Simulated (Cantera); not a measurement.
A Cantera script and its output.

```python
import numpy as np
import cantera as ct

gas = ct.Solution("gri30.yaml")
gas.TPX = 1098, 660000, {'CH3OH': 1, 'O2': 3.75, 'N2': 14.1}
reactor = ct.IdealGasReactor(gas, energy="on", clone=False)
net = ct.ReactorNet([reactor])
net.rtol, net.atol = 1e-08, 1e-16
show = ['CH3OH', 'O2', 'CO', 'HO2', 'C2H4']
times = np.geomspace(7e-06, 1, 12)

steps = ct.SolutionArray(gas, extra=["t"])
rows = []
print(f"{'t/s':>10s}{'T/K':>9s}{'P/Pa':>11s}" + "".join(f"{s:>11s}" for s in show))
for t in times:
    while net.time < t:
        t_next = net.step()
        steps.append(gas.state, t=t_next)
    rows.append([np.interp(t, steps.t, y) for y in (steps.T, steps.P, *steps(*show).X.T)])
    print(f"{t:10.3e}{rows[-1][0]:9.1f}{rows[-1][1]:11.4g}" + "".join(f"{x:11.3e}" for x in rows[-1][2:]))
rate = np.gradient(steps.T, steps.t)
print("integrator steps:", len(steps.t))
if steps.T.max() > steps.T[0] + 200:
    print(f"time of steepest temperature rise: {steps.t[rate.argmax()]:.4e} s")
gas.TPX = 1098, 660000, {'CH3OH': 1, 'O2': 3.75, 'N2': 14.1}
gas.equilibrate("UV")
print(f"equilibrium (UV): T = {gas.T:.1f} K  " + "  ".join(f"{s} {gas[s].X[0]:.3e}" for s in show))
```

Output:

```
       t/s      T/K       P/Pa      CH3OH         O2         CO        HO2       C2H4
 7.000e-06   1098.0    6.6e+05  5.305e-02  1.989e-01  6.065e-10  2.676e-09  1.373e-17
 2.059e-05   1098.0    6.6e+05  5.305e-02  1.989e-01  1.786e-09  8.613e-09  1.768e-16
 6.058e-05   1098.0    6.6e+05  5.305e-02  1.989e-01  5.266e-09  2.782e-08  1.314e-15
 1.782e-04   1098.0    6.6e+05  5.305e-02  1.989e-01  1.559e-08  8.598e-08  5.380e-15
 5.243e-04   1098.0    6.6e+05  5.305e-02  1.989e-01  4.678e-08  2.575e-07  1.730e-14
 1.543e-03   1098.0    6.6e+05  5.305e-02  1.989e-01  1.465e-07  7.606e-07  5.141e-14
 4.538e-03   1098.0    6.6e+05  5.304e-02  1.989e-01  5.783e-07  2.371e-06  1.444e-13
 1.335e-02   1099.9  6.614e+05  5.247e-02  1.986e-01  5.175e-05  3.389e-05  5.343e-13
 3.928e-02   2245.3  1.387e+06  2.625e-20  1.133e-01  3.363e-04  8.393e-06  8.357e-32
 1.155e-01   2233.4  1.379e+06  2.225e-20  1.111e-01  3.149e-04  7.954e-06  4.268e-31
 3.399e-01   2231.9  1.379e+06  2.177e-20  1.108e-01  3.122e-04  7.898e-06  5.554e-32
 1.000e+00   2231.9  1.379e+06  2.177e-20  1.108e-01  3.122e-04  7.898e-06 -9.899e-32
integrator steps: 2214
time of steepest temperature rise: 1.5823e-02 s
equilibrium (UV): T = 2231.9 K  CH3OH 2.259e-20  O2 1.108e-01  CO 3.122e-04  HO2 7.898e-06  C2H4 7.177e-32
```

Detailed kinetics in Cantera: GRI-Mech 3.0 (53 species, 325 reactions). GRI-Mech 3.0 was tuned for natural gas; its chemistry of methanol as a main component is partial and can be far from experiment.
